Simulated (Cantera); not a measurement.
Input: 1 mol Si, 0.82 mol F₂, 0.46 mol N₂, at 1125 °C and 1.00 bar.

Equilibrium computed with Cantera from the NASA thermochemical tables; the gas is ideal and each condensed phase is pure. Candidate condensed phases: Si, Si₃N₄; 16 gas species. N₂ is the only nitrogen source here; it is nearly inert below about 1500 K, so the nitride shown seldom forms there in practice. The tables' values for SiF₃, SiF₂ are old estimates; treat these amounts as uncertain. The numbers say what is thermodynamically allowed, not how fast it happens.

Base state: SiF₄ 0.852, N₂ 0.141, SiF₃ 0.00700, SiF₂ 3.96e-5 (mole fractions); condensed: Si₃N₄(s).

What changes in the equilibrium state with this change: 0.02 mol Cl₂ added?


```
species         before     after
-------------  -------  --------
SiF₄             0.852     0.823
N₂               0.141     0.150
SiCl₄                0    0.0185
SiCl₃                0   0.00179
SiCl₂                0  0.000744
SiF₂           3.96e-5   3.81e-5
SiF₃           0.00700   0.00674
Si₃N₄(s), mol    0.196     0.193
```
The tables' values for SiF₃, SiCl₃, SiF₂ are old estimates; treat these amounts as uncertain.
